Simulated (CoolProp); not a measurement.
Vapour-liquid equilibrium of R143a (1) + R134a (2) at -16.05 °C; x and y are mole fractions of (1).

Model: multi-fluid Helmholtz-energy mixture model, Lemmon and Jacobsen 2000 and Tillner-Roth 1994; pair parameters Lemmon 2004, in CoolProp.

| x | bubble pressure, mixture model (MPa) | bubble pressure, Raoult's law (MPa) | y, mixture model | y, Raoult's law |
|---|---|---|---|---|
| 0.05 | … | 0.1673 | 0.103 | 0.109 |
| 0.2 | … | 0.1983 | 0.353 | 0.367 |
| 0.35 | … | 0.2293 | … | 0.555 |
| 0.5 | … | 0.2603 | 0.682 | 0.699 |
| 0.65 | 0.2898 | 0.2913 | 0.798 | 0.811 |
| 0.8 | 0.3211 | 0.3223 | … | 0.903 |
| 0.95 | 0.3529 | 0.3533 | … | 0.978 |

Problem. Complete the blanks.

Solution. 
- 0.05, bubble pressure, mixture model (MPa): 0.1670
- 0.2, bubble pressure, mixture model (MPa): 0.1973
- 0.35, bubble pressure, mixture model (MPa): 0.2279
- 0.35, y, mixture model: 0.538
- 0.5, bubble pressure, mixture model (MPa): 0.2587
- 0.8, y, mixture model: 0.894
- 0.95, y, mixture model: 0.975

The largest gap from Raoult's law is -0.6 % in bubble pressure, at x = 0.5. No azeotrope shows between x = 0.05 and 0.95.

The pair parameters rest on a limited set of measurements; away from them the model extrapolates.
